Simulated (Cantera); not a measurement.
What does this Cantera script print?

```python
import numpy as np
import cantera as ct

gas_names = """
    C CN CO CO2 C2 CCN CNC C2N2 C2O C3 C3O2 C4 C4N2 C5 Fe FeC5O5 FeO N NCO NO NO2 NO3 N2 N2O O O2 O3
""".split()
cond_names = """
    C(gr) Fe(a) Fe(c) Fe(d) Fe(L) FeC5O5(L) FeO(s) FeO(L) Fe2O3(s) Fe3O4(s)
""".split()


# ... load() reads the species with a 1 bar reference pressure and builds the phases ...
atoms = {
    'Fe(CO)5': {'Fe': 1, 'C': 5, 'O': 5},
    'CO': {'C': 1, 'O': 1},
    'N2': {'N': 2},
}
top_T = {'C(gr)': 4500, 'Fe2O3(s)': 1830, 'Fe3O4(s)': 1870}  # K; cautious upper limits of use, not melting points


# ... equilibrate(T, P, feed) seeds the gas with the atoms and calls Mixture.equilibrate('TP', solver="vcs", rtol=1e-11, max_steps=5000) ...
results = []
feed = {'Fe(CO)5': 1, 'CO': 4.2, 'N2': 63}  # mol
P = 1333.22  # Pa
for T in [975, 1025, 1075, 1125, 1175, 1225, 1275, 1325, 1375]:
    mix = equilibrate(T, P, feed)
    results.append((T, P, feed, dict(zip(mix.species_names, mix.species_moles))))

top = {s: max(r[3][s] / sum(r[3][g] for g in gas_names) for r in results) for s in gas_names}
cols = sorted((s for s in top if top[s] > 0.0001), key=lambda s: -top[s])[:8]
seen = [c for c in cond_names if any(r[3].get(c, 0) > 1e-12 for r in results)]
print("log10 of partial pressures in bar; condensed amounts in mol")
print(f"{'T/K':>10s}" + "".join(f"{s[:9]:>10s}" for s in cols + seen))
for T, P, feed, n in results:
    ng = sum(n[g] for g in gas_names)
    print(f"{T:10.4g}" + "".join(f"{np.log10(max(n[s] / ng * P / 1e5, 1e-99)):10.3f}" for s in cols)
          + "".join(f"{n.get(c, 0):10.4g}" for c in seen))
```

Output:

```
log10 of partial pressures in bar; condensed amounts in mol
       T/K        N2        CO       CO2     C(gr)     Fe(a)     Fe(c)
       975    -1.934    -2.771    -5.560   0.01492         1         0
      1025    -1.934    -2.770    -6.004  0.005364         1         0
      1075    -1.934    -2.770    -6.407  0.002122         1         0
      1125    -1.934    -2.770    -6.773 0.0009134         1         0
      1175    -1.934    -2.770    -7.107 0.0004232         1         0
      1225    -1.934    -2.770    -7.413 0.0002093         0         1
      1275    -1.934    -2.770    -7.694 0.0001096         0         1
      1325    -1.934    -2.770    -7.953 6.034e-05         0         1
      1375    -1.934    -2.770    -8.192 3.473e-05         0         1
```

These are equilibrium values from Cantera (NASA tables, ideal gas, pure condensed phases), not measurements of a reactor. Condensed phases not in the tables: cementite and carbon dissolved in iron.
